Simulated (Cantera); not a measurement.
Charge: 1 mol trisilylamine, 9.8 mol N2.

Method: chemical equilibrium by Gibbs-energy minimisation in Cantera with the NASA 1993 tables (ideal gas, pure condensed phases). Candidate condensed phases: Si, Si3N4; 18 gas species. The feed counts by its element totals alone. Kinetics and transport are ignored.

Stable condensed phases, one row left out:

```
T in °C \ P in Pa
              5     15     45    140    410   1200   3700  11000  33000 100000
   1777       A      A      A      B      B      B      B      B      B      C
   1677       A      B      B      B      B      B      B      B      C      C
   1577       B      B      B      B      B      B      C      C      C      C
   1377       B      B      B      C      C      C      C      C      C      C
   1277       B      B      C      C      C      C      C      C      C      C
   1177       C      C      C      C      C      C      C      C      C      C
   1077       C      C      C      C      C      C      C      C      C      C
    977       C      C      C      C      C      C      C      C      C      C
    877       C      C      C      C      C      C      C      C      C      C
    777       C      C      C      C      C      C      C      C      C      C
    677       C      C      C      C      C      C      C      C      C      C
    577       C      C      C      C      C      C      C      C      C      C
```

A: gas only; B: Si; C: Si3N4.

Question: Give the row for 1477 °C.

Answer: 5: Si; 15: Si; 45: Si; 140: Si; 410: Si; 1200: Si3N4; 3700: Si3N4; 11000: Si3N4; 33000: Si3N4; 100000: Si3N4.
